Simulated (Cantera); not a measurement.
Gas mixture: H2O : C2H6 : H2 : N2 = 0.056 : 0.2 : 0.97 : 0.8 (molar parts), at 8.30 bar, frozen composition.

Cantera's kinetic-theory transport with the Lennard-Jones parameters of GRI-Mech 3.0, ideal gas; thermal conductivity in the multicomponent form. Polar gases are described roughly by these parameters. The composition is frozen, though it would react at the higher temperatures.

D: mixture-averaged diffusion coefficient of that species in the mixture.

```json
[
 {"T (K)": "400", "ρ (kg/m³)": "3.87", "cp (J/kg/K)": "2128", "μ (µPa s)": "18.9", "λ (mW/m/K)": "89.4", "Pr": "0.451", "D (cm²/s) C2H2": "0.0496", "D (cm²/s) CH3": "0.0647", "D (cm²/s) H2O": "0.0699"},
 {"T (K)": "550", "ρ (kg/m³)": "2.81", "cp (J/kg/K)": "2262", "μ (µPa s)": "23.9", "λ (mW/m/K)": "115", "Pr": "0.471", "D (cm²/s) C2H2": "0.0871", "D (cm²/s) CH3": "0.113", "D (cm²/s) H2O": "0.127"},
 {"T (K)": "700", "ρ (kg/m³)": "2.21", "cp (J/kg/K)": "2390", "μ (µPa s)": "___", "λ (mW/m/K)": "___", "Pr": "0.486", "D (cm²/s) C2H2": "___", "D (cm²/s) CH3": "___", "D (cm²/s) H2O": "___"},
 {"T (K)": "850", "ρ (kg/m³)": "1.82", "cp (J/kg/K)": "2513", "μ (µPa s)": "___", "λ (mW/m/K)": "___", "Pr": "0.495", "D (cm²/s) C2H2": "___", "D (cm²/s) CH3": "___", "D (cm²/s) H2O": "___"},
 {"T (K)": "1000", "ρ (kg/m³)": "1.55", "cp (J/kg/K)": "2622", "μ (µPa s)": "36.2", "λ (mW/m/K)": "189", "Pr": "0.503", "D (cm²/s) C2H2": "0.243", "D (cm²/s) CH3": "0.311", "D (cm²/s) H2O": "0.368"},
 {"T (K)": "1150", "ρ (kg/m³)": "1.34", "cp (J/kg/K)": "2718", "μ (µPa s)": "39.8", "λ (mW/m/K)": "213", "Pr": "0.507", "D (cm²/s) C2H2": "0.307", "D (cm²/s) CH3": "0.393", "D (cm²/s) H2O": "0.469"},
 {"T (K)": "1300", "ρ (kg/m³)": "1.19", "cp (J/kg/K)": "2803", "μ (µPa s)": "43.2", "λ (mW/m/K)": "238", "Pr": "0.509", "D (cm²/s) C2H2": "0.377", "D (cm²/s) CH3": "0.482", "D (cm²/s) H2O": "0.579"}
]
```

What belongs in the gaps?


- 700, μ (µPa s): 28.4
- 700, λ (mW/m/K): 139
- 700, D (cm²/s) C2H2: 0.132
- 700, D (cm²/s) CH3: 0.170
- 700, D (cm²/s) H2O: 0.196
- 850, μ (µPa s): 32.4
- 850, λ (mW/m/K): 165
- 850, D (cm²/s) C2H2: 0.184
- 850, D (cm²/s) CH3: 0.236
- 850, D (cm²/s) H2O: 0.277
